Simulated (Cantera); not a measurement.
Charge: 1 mol SiCl4, 2.1 mol O3, 6.3 mol N2, held at 1.33 mbar.

Cantera equilibrium calculation (NASA polynomials, part measured and part estimated; ideal gas, pure solids and liquids). Candidate condensed phases: Si, SiO2, Si2N2O, Si3N4; 23 gas species. Equilibrium is a limit: real reactors are often held back by kinetics, nucleation or transport.

x: gas mole fraction; n: condensed amount in mol.

```json
[
 {"T (K)": "550", "x N2": "0.603", "x O2": "0.206", "x Cl2": "0.191", "x Cl": "2.51e-8", "x NO": "3.37e-9", "x ClO": "2.20e-10", "x NO2": "2.01e-9", "n SiO2(α-quartz)": "1.00", "n SiO2(β-quartz)": "0"},
 {"T (K)": "575", "x N2": "0.603", "x O2": "0.206", "x Cl2": "0.191", "x Cl": "8.04e-8", "x NO": "8.04e-9", "x ClO": "5.76e-10", "x NO2": "2.76e-9", "n SiO2(α-quartz)": "1.00", "n SiO2(β-quartz)": "0"},
 {"T (K)": "600", "x N2": "0.603", "x O2": "0.206", "x Cl2": "0.191", "x Cl": "2.34e-7", "x NO": "1.78e-8", "x ClO": "1.39e-9", "x NO2": "3.68e-9", "n SiO2(α-quartz)": "1.00", "n SiO2(β-quartz)": "0"},
 {"T (K)": "625", "x N2": "0.603", "x O2": "0.206", "x Cl2": "0.191", "x Cl": "___", "x NO": "___", "x ClO": "___", "x NO2": "___", "n SiO2(α-quartz)": "1.00", "n SiO2(β-quartz)": "0"},
 {"T (K)": "650", "x N2": "0.603", "x O2": "0.206", "x Cl2": "0.191", "x Cl": "1.56e-6", "x NO": "7.29e-8", "x ClO": "6.66e-9", "x NO2": "6.14e-9", "n SiO2(α-quartz)": "1.00", "n SiO2(β-quartz)": "0"},
 {"T (K)": "675", "x N2": "0.603", "x O2": "0.206", "x Cl2": "0.191", "x Cl": "___", "x NO": "___", "x ClO": "___", "x NO2": "___", "n SiO2(α-quartz)": "1.00", "n SiO2(β-quartz)": "0"},
 {"T (K)": "700", "x N2": "0.603", "x O2": "0.206", "x Cl2": "0.191", "x Cl": "7.92e-6", "x NO": "2.44e-7", "x ClO": "2.55e-8", "x NO2": "9.52e-9", "n SiO2(α-quartz)": "1.00", "n SiO2(β-quartz)": "0"},
 {"T (K)": "725", "x N2": "0.603", "x O2": "0.206", "x Cl2": "0.191", "x Cl": "1.64e-5", "x NO": "4.19e-7", "x ClO": "4.65e-8", "x NO2": "1.16e-8", "n SiO2(α-quartz)": "1.00", "n SiO2(β-quartz)": "0"},
 {"T (K)": "750", "x N2": "0.603", "x O2": "0.206", "x Cl2": "0.191", "x Cl": "3.25e-5", "x NO": "6.94e-7", "x ClO": "8.15e-8", "x NO2": "1.39e-8", "n SiO2(α-quartz)": "1.00", "n SiO2(β-quartz)": "0"},
 {"T (K)": "775", "x N2": "0.603", "x O2": "0.206", "x Cl2": "0.191", "x Cl": "6.15e-5", "x NO": "1.11e-6", "x ClO": "1.38e-7", "x NO2": "1.65e-8", "n SiO2(α-quartz)": "1.00", "n SiO2(β-quartz)": "0"},
 {"T (K)": "800", "x N2": "0.603", "x O2": "0.206", "x Cl2": "0.191", "x Cl": "0.000112", "x NO": "1.73e-6", "x ClO": "2.25e-7", "x NO2": "1.94e-8", "n SiO2(α-quartz)": "1.00", "n SiO2(β-quartz)": "0"},
 {"T (K)": "825", "x N2": "0.603", "x O2": "0.206", "x Cl2": "0.191", "x Cl": "0.000197", "x NO": "2.63e-6", "x ClO": "3.58e-7", "x NO2": "2.26e-8", "n SiO2(α-quartz)": "1.00", "n SiO2(β-quartz)": "0"},
 {"T (K)": "850", "x N2": "0.603", "x O2": "0.206", "x Cl2": "0.191", "x Cl": "0.000334", "x NO": "3.89e-6", "x ClO": "5.54e-7", "x NO2": "2.60e-8", "n SiO2(α-quartz)": "0", "n SiO2(β-quartz)": "1.00"}
]
```

Q: What belongs in the gaps?

A: 
- 625, x Cl: 6.27e-7
- 625, x NO: 3.71e-8
- 625, x ClO: 3.14e-9
- 625, x NO2: 4.80e-9
- 675, x Cl: 3.62e-6
- 675, x NO: 1.36e-7
- 675, x ClO: 1.34e-8
- 675, x NO2: 7.71e-9
